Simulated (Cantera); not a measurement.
## Equilibrium for carbon deposition, reforming and gasification: acetone + O2 + N2 + H2O

Charge: 1 mol acetone, 0.019 mol O2, 33 mol N2, 0.78 mol H2O, held at 30.0 Pa.

These are equilibrium values from Cantera (NASA tables, ideal gas, pure condensed phases), not measurements of a reactor. Candidate condensed phases: C, C6H6, C7H8, C8H18, H2O; 169 gas species. Ions and electrons are included (thermal ionisation). The feed counts by its element totals alone. Rates play no part.

| T (K) | x N2 | x N | x H | x CO | x C | x O | x CN |
|---|---|---|---|---|---|---|---|
| 3000 | 0.757 | 0.000700 | 0.174 | 0.0421 | 0.0125 | 2.54e-8 | 0.0121 |
| 3250 | 0.754 | 0.00309 | 0.174 | 0.0418 | 0.0190 | 4.89e-7 | 0.00770 |
| 3500 | 0.747 | 0.0111 | 0.173 | 0.0416 | 0.0226 | 7.44e-6 | 0.00434 |
| 3750 | 0.728 | 0.0331 | 0.171 | 0.0410 | 0.0243 | 8.46e-5 | 0.00242 |
| 4000 | 0.682 | 0.0847 | 0.166 | 0.0393 | 0.0253 | 0.000709 | 0.00139 |
| 4250 | 0.591 | 0.186 | 0.157 | 0.0338 | 0.0275 | 0.00393 | 0.000862 |
| 4500 | 0.444 | 0.346 | 0.141 | 0.0220 | 0.0334 | 0.0120 | 0.000586 |
| 4750 | 0.270 | 0.536 | 0.123 | 0.00925 | 0.0391 | 0.0204 | 0.000362 |
| 5000 | 0.131 | 0.692 | 0.109 | 0.00268 | 0.0398 | 0.0236 | 0.000181 |
x: gas mole fraction; nothing condenses.

From 3000 K to 5000 K nothing is condensed. The main C-bearing gas is CO at 3000 K and C at 5000 K.
